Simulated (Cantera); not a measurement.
Cantera run, input and output.

```python
import numpy as np
import cantera as ct

surf = ct.Interface("diamond.yaml", "diamond_100")
gas, bulk = surf.adjacent["gas"], surf.adjacent["diamond"]
k = surf.kinetics_species_index(bulk.species_names[0])
cover = ["c6HH", "c6H*", "c6*H", "c6**", "c6HM", "c6B"]

rows, drift = [], 0.0
print(f"{'P':>10s}{'um/h':>11s}" + "".join(f"{s:>11s}" for s in cover))
for v in [860, 1300, 1900, 2900, 4300, 6500, 9700, 15000]:
    T, P, xH, xCH3 = 1275, v, 0.00072, 0.00045
    gas.TPX = T, P, {"H": xH, "CH3": xCH3, "CH4": 0.0027, "H2": 1 - xH - xCH3 - 0.0027}
    surf.TP = bulk.TP = T, P
    surf.coverages = "c6H*:0.1, c6HH:0.9"
    surf.advance_coverages(100.0)
    before = surf.coverages
    surf.advance_coverages(100.0)
    drift = max(drift, np.max(np.abs(surf.coverages - before) / (surf.coverages + 1e-9)))
    rate = surf.net_production_rates[k] * bulk.mean_molecular_weight / bulk.density * 3.6e9
    rows.append([rate, *surf[cover].coverages])
    print(f"{v:10.4g}{rate:11.4e}" + "".join(f"{x:11.3e}" for x in rows[-1][1:]))
```

Output:

```
         P       um/h       c6HH       c6H*       c6*H       c6**       c6HM        c6B
       860 1.6864e-01  4.481e-01  4.326e-02  4.824e-01  2.250e-02  2.190e-04  4.576e-10
      1300 2.9563e-01  4.480e-01  4.323e-02  4.821e-01  2.230e-02  3.396e-04  8.022e-10
      1900 4.8369e-01  4.478e-01  4.321e-02  4.818e-01  2.215e-02  5.056e-04  1.313e-09
      2900 8.2338e-01  4.476e-01  4.317e-02  4.814e-01  2.202e-02  7.829e-04  2.234e-09
      4300 1.3434e+00  4.473e-01  4.314e-02  4.809e-01  2.191e-02  1.169e-03  3.645e-09
      6500 2.2546e+00  4.468e-01  4.309e-02  4.803e-01  2.182e-02  1.771e-03  6.118e-09
      9700 3.7730e+00  4.462e-01  4.302e-02  4.795e-01  2.174e-02  2.631e-03  1.024e-08
   1.5e+04 6.7678e+00  4.452e-01  4.291e-02  4.782e-01  2.165e-02  4.016e-03  1.836e-08
```

Model: the Harris–Goodwin 1993 mechanism for the reconstructed diamond (100) surface, integrated in Cantera.
